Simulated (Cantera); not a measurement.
An isothermal, constant-pressure homogeneous reactor starts with H2 : O2 = 0.036 : 1 (molar parts), at 1350 K and 10.00 Torr.

Cantera simulation using GRI-Mech 3.0 (53 species, 325 reactions); the numbers are that mechanism's predictions, not measurements. Radical loss at walls, strong at low pressure, is not modelled. The temperature is held fixed by assumption; the heat of reaction is taken as removed at once.

x: mole fraction; the columns are a selection and need not sum to one.

| t (s) | x H2 | x O2 | x HO2 | x H2O | x H | x OH | x O |
|---|---|---|---|---|---|---|---|
| 1.00e-6 | 0.0347 | 0.965 | 3.82e-10 | <1e-12 | 3.74e-10 | 7.95e-12 | 7.96e-12 |
| 6.88e-6 | 0.0347 | 0.965 | … | 1.07e-11 | … | 3.41e-10 | 3.45e-10 |
| 4.73e-5 | 0.0347 | 0.965 | 1.81e-8 | 2.34e-9 | 9.82e-9 | 9.89e-9 | 1.06e-8 |
| 0.000325 | 0.0347 | 0.965 | 1.25e-7 | 4.52e-7 | 1.38e-7 | 3.51e-7 | 4.38e-7 |
| 0.00224 | 0.00194 | 0.937 | 1.90e-6 | 0.0279 | 0.00426 | 0.00548 | 0.0234 |
| 0.0154 | 0.000387 | 0.938 | 1.53e-6 | 0.0313 | 0.00271 | 0.00360 | 0.0237 |
| 0.106 | 0.000187 | 0.952 | 1.14e-6 | 0.0332 | 0.000865 | 0.00252 | 0.0110 |
| 0.727 | 1.70e-5 | 0.963 | 2.84e-7 | 0.0349 | 2.27e-5 | 0.000764 | 0.000963 |
| 5.00 | … | 0.965 | … | 0.0353 | … | … | … |

Some entries are withheld; supply them.


- 6.88e-6, x HO2: 2.63e-9
- 6.88e-6, x H: 2.30e-9
- 5.00, x H2: 7.22e-7
- 5.00, x HO2: 3.28e-8
- 5.00, x H: 1.98e-7
- 5.00, x OH: 0.000158
- 5.00, x O: 4.07e-5
